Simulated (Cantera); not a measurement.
A perfectly stirred reactor is fed with NO : N2 = 1 : 5 (molar parts), at 0.630 bar; it is held at 1900 K, and followed from long to short residence time.

Detailed kinetics in Cantera: GRI-Mech 3.0 (53 species, 325 reactions).

Q: What does this change do: temperature 1900 to 2023 K?

A: 
```tsv
quantity	before	after
x(NO) at τ = 6.00 s	0.0899	0.0414
x(N2O) at τ = 6.00 s	3.57e-6	9.76e-7
x(NO2) at τ = 6.00 s	6.34e-5	2.98e-5
x(N2) at τ = 6.00 s	0.872	0.896
x(O2) at τ = 6.00 s	0.0383	0.0625
x(NO) at τ = 27.0 ms	0.166	0.165
x(N2O) at τ = 27.0 ms	1.17e-5	1.27e-5
x(NO2) at τ = 27.0 ms	2.83e-5	2.78e-5
x(N2) at τ = 27.0 ms	0.834	0.834
x(O2) at τ = 27.0 ms	0.000272	0.000874
```

Q: What does this change do: temperature 1900 to 1625 K?

A: 
```tsv
quantity	before	after
x(NO) at τ = 6.00 s	0.0899	0.159
x(N2O) at τ = 6.00 s	3.57e-6	9.19e-6
x(NO2) at τ = 6.00 s	6.34e-5	7.37e-5
x(N2) at τ = 6.00 s	0.872	0.837
x(O2) at τ = 6.00 s	0.0383	0.00399
x(NO) at τ = 27.0 ms	0.166	0.167
x(N2O) at τ = 27.0 ms	1.17e-5	6.68e-6
x(NO2) at τ = 27.0 ms	2.83e-5	2.00e-5
x(N2) at τ = 27.0 ms	0.834	0.833
x(O2) at τ = 27.0 ms	0.000272	5.87e-6
```

Q: What does this change do: 0.042 parts H2O added?

A: 
| quantity | before | after |
|---|---|---|
| x(NO) at τ = 6.00 s | 0.0899 | 0.0883 |
| x(N2O) at τ = 6.00 s | 3.57e-6 | 3.23e-6 |
| x(NO2) at τ = 6.00 s | 6.34e-5 | 6.19e-5 |
| x(N2) at τ = 6.00 s | 0.872 | 0.866 |
| x(O2) at τ = 6.00 s | 0.0383 | 0.0384 |
| x(NO) at τ = 27.0 ms | 0.166 | 0.165 |
| x(N2O) at τ = 27.0 ms | 1.17e-5 | 1.03e-5 |
| x(NO2) at τ = 27.0 ms | 2.83e-5 | 1.27e-5 |
| x(N2) at τ = 27.0 ms | 0.834 | 0.828 |
| x(O2) at τ = 27.0 ms | 0.000272 | 0.000311 |
